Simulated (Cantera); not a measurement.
Charge: 1 mol HCl, 0.3 mol H2, 0.32 mol O2, held at 1.00 bar.

These are equilibrium values from Cantera (NASA tables, ideal gas, pure condensed phases), not measurements of a reactor. Candidate condensed phases: H2O; 29 gas species. Ions and electrons are included (thermal ionisation). Kinetics and transport are ignored.

**Question.** At 3500 K, list the 5 most abundant gas species with their mole fractions, and the condensed phases.

**Answer.** Cl 0.275, HCl 0.201, H 0.169, O 0.0887, H2 0.0819. Condensed: gas only.
